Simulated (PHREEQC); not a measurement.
PHREEQC input (ion-association model, phreeqc.dat):

```
SOLUTION 1
  temp 25
  units mol/kgw
  pH 7 charge
  Cl 0.186
  Ca 0.093
END
SELECTED_OUTPUT 1
  -reset false
  -pH true
  -pe true
  -ionic_strength true
  -water true
  -totals Ca Cl Mtg
  -molalities H+ Ca+2 Cl- OH- CaOH+
USER_PUNCH 1
  -headings p_Mtg(g) phi_Mtg(g) p_H2O(g) phi_H2O(g) density
  10 PUNCH PR_P("Mtg(g)"), PR_PHI("Mtg(g)"), PR_P("H2O(g)"), PR_PHI("H2O(g)"), RHO
PRINT
  -reset false
USE solution 1
REACTION_TEMPERATURE 1
  80
GAS_PHASE 1
  -fixed_pressure
  -pressure 2
  -temperature 80
  -volume 20
  Mtg(g) 2
  H2O(g) 0
END
# ... the last block is repeated for the other 12 points of P (atm)
```

Selected output (columns that matter, 11 of 13 rows; P (atm) added in front):

```
P (atm)	pH	mu	Ca	Cl	Mtg	m_H+	m_Ca+2	m_Cl-	m_OH-	p_Mtg(g)	phi_Mtg(g)	p_H2O(g)	phi_H2O(g)	density
2	6.2571	0.28113	0.09371	0.18742	0.0013834	7.2235e-07	0.09371	0.18742	7.1226e-07	1.5333	0.99838	0.46667	0.98936	0.98022
5	6.2566	0.28082	0.093608	0.18722	0.004056	7.2304e-07	0.093608	0.18722	7.1295e-07	4.5293	0.99418	0.47074	0.98265	0.98031
10	6.2559	0.28077	0.09359	0.18718	0.0084275	7.2428e-07	0.09359	0.18718	7.1422e-07	9.5227	0.98796	0.47727	0.97224	0.98047
30	6.2527	0.28085	0.093617	0.18723	0.024932	7.294e-07	0.093617	0.18723	7.1939e-07	29.496	0.96486	0.5039	0.93243	0.98112
40	6.2511	0.28092	0.093638	0.18728	0.032635	7.32e-07	0.093638	0.18728	7.2201e-07	39.482	0.95407	0.51765	0.91335	0.98145
50	6.2494	0.28098	0.09366	0.18732	0.039999	7.3462e-07	0.09366	0.18732	7.2465e-07	49.468	0.94376	0.53168	0.89481	0.98179
75	6.2454	0.28116	0.093718	0.18744	0.057061	7.4124e-07	0.093718	0.18744	7.3133e-07	74.432	0.92004	0.56794	0.85085	0.98265
100	6.2413	0.28133	0.093777	0.18755	0.072425	7.48e-07	0.093777	0.18755	7.3814e-07	99.394	0.89917	0.60566	0.81041	0.98352
200	6.2246	0.28197	0.093989	0.18798	0.12153	7.7619e-07	0.093989	0.18798	7.6654e-07	199.24	0.84131	0.76414	0.6836	0.9871
300	6.2075	0.28239	0.094131	0.18826	0.15833	8.0623e-07	0.094131	0.18826	7.9676e-07	299.08	0.81614	0.91996	0.6041	0.99074
400	6.1901	0.28264	0.094211	0.18842	0.18835	8.3813e-07	0.094211	0.18842	8.2882e-07	398.94	0.81349	1.0631	0.55596	0.99437
```

At this temperature some constants are extrapolated from 25 °C, and those without enthalpy data are left unchanged.
